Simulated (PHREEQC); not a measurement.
Consider water at 20 °C with 0.0029 mol HF, 0.0094 mol NH4F, 8e-05 mol H4SiO4 and 0.00011 mol H2SO4 per kg of water. Closed to the air; pH follows from the charge balance.

Model: ion-association model, phreeqc.dat, run in PHREEQC.

```tsv
quantity	before	after
pH	3.66	3.89
F- (mol/kgw)	0.00918	0.00105
HF (mol/kgw)	0.00248	0.000178
SO4-2 (mol/kgw)	0.000101	1.08e-5
HF2- (mol/kgw)	8.36e-5	6.89e-7
```

**Question.** What was changed between the two runs?
(A) H4SiO4 replaced by Na2SiF6 at the same molality
(B) HF from 0.0029 to 0.0145 mol/kgw
(C) diluted 10-fold with water
(D) NH4F from 0.0094 to 0.047 mol/kgw
(E) H4SiO4 left out

**Answer.** C, diluted 10-fold with water

This is a speciation only: nothing precipitates in the calculation. SiF6-2 is the database's only silicon fluoride.
